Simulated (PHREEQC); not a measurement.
NaF is added in steps, without added water, to 1 kg of water holding 0.98 mmol/kgw NH4HF2, 0.033 mmol/kgw (NH4)2SiF6 and 0.059 mmol/kgw H3AsO4, at 20 °C. Oxygen alone is held at its pressure in air (log pO2 = -0.68). The system is closed to CO2. Only these solids could form: SiO2(a).

Base run: PHREEQC, ion-association model, wateq4f.dat. Each further column changes one thing. The table gives H4SiO4 (mol/kgw).

```csv
NaF added (mol),base,Davies equation for every ion,Debye-Hückel limiting law,all activity coefficients set to 1,metal-ligand complexes left out
0,2.41e-5,2.41e-5,2.41e-5,2.42e-5,2.41e-5
0.0007525,1.56e-5,1.56e-5,1.56e-5,1.57e-5,1.56e-5
0.001398,1.03e-5,1.03e-5,1.03e-5,1.05e-5,1.03e-5
0.00215,6.46e-6,6.45e-6,6.45e-6,6.70e-6,6.44e-6
0.002903,4.25e-6,4.24e-6,4.23e-6,4.47e-6,4.23e-6
0.003547,3.09e-6,3.08e-6,3.07e-6,3.29e-6,3.08e-6
0.0043,2.22e-6,2.21e-6,2.20e-6,2.40e-6,2.21e-6
```

SiF6-2 is the database's only silicon fluoride.
